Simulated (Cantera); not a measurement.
Input (Python, Cantera) and output of one run.

```python
import numpy as np
import cantera as ct

gas_names = """
    B BH BH2 BH3 BN BO BO2 B2 B2O B2O2 B2O3 B3O3H3 H HBO HBO2 HNO HNO2 HNO3 HO2 H2 H2O H2O2 H3B3O6 N NH
    NH2 NH3 NH2OH NO NO2 NO3 N2 N2H2 N2H4 N2O O OH O2 O3
""".split()
cond_names = """
    B(b) B(L) BN(s) B2O3(L) B3O3H3(cr) H2O(s) H2O(L)
""".split()


# ... load() reads the species with a 1 bar reference pressure and builds the phases ...
atoms = {
    'B': {'B': 1},
    'H2O': {'H': 2, 'O': 1},
    'H2': {'H': 2},
    'N2': {'N': 2},
}
top_T = {'BN(s)': 3200}  # K; cautious upper limits of use, not melting points


# ... equilibrate(T, P, feed) seeds the gas with the atoms and calls Mixture.equilibrate('TP', solver="vcs", rtol=1e-11, max_steps=5000) ...
results = []
feed = {'B': 1, 'H2O': 18, 'H2': 11, 'N2': 0.36}  # mol
P = 110  # Pa
for T in [750, 950, 1150, 1350, 1550, 1750, 1950, 2150, 2350]:
    mix = equilibrate(T, P, feed)
    results.append((T, P, feed, dict(zip(mix.species_names, mix.species_moles))))

top = {s: max(r[3][s] / sum(r[3][g] for g in gas_names) for r in results) for s in gas_names}
cols = sorted((s for s in top if top[s] > 0.0001), key=lambda s: -top[s])[:5]
seen = [c for c in cond_names if any(r[3].get(c, 0) > 1e-12 for r in results)]
print("log10 of partial pressures in bar; condensed amounts in mol")
print(f"{'T/K':>10s}" + "".join(f"{s[:9]:>10s}" for s in cols + seen))
for T, P, feed, n in results:
    ng = sum(n[g] for g in gas_names)
    print(f"{T:10.4g}" + "".join(f"{np.log10(max(n[s] / ng * P / 1e5, 1e-99)):10.3f}" for s in cols)
          + "".join(f"{n.get(c, 0):10.4g}" for c in seen))
```

It prints:

```
log10 of partial pressures in bar; condensed amounts in mol
       T/K       H2O        H2         H        OH      HBO2   B2O3(L)
       750    -3.211    -3.329   -14.164   -17.820    -9.268    0.4176
       950    -3.209    -3.329   -10.919   -13.631    -6.666    0.4749
      1150    -3.214    -3.331    -8.793   -10.895    -5.011    0.3606
      1350    -3.230    -3.337    -7.291    -8.973    -4.435         0
      1550    -3.230    -3.337    -6.170    -7.536    -4.436         0
      1750    -3.231    -3.340    -5.303    -6.426    -4.439         0
      1950    -3.237    -3.352    -4.617    -5.543    -4.450         0
      2150    -3.266    -3.390    -4.070    -4.835    -4.486         0
      2350    -3.390    -3.468    -3.638    -4.323    -4.612         0
```

Equilibrium computed with Cantera from the NASA thermochemical tables; the gas is ideal and each condensed phase is pure. Gases not in the tables: H3BO3.
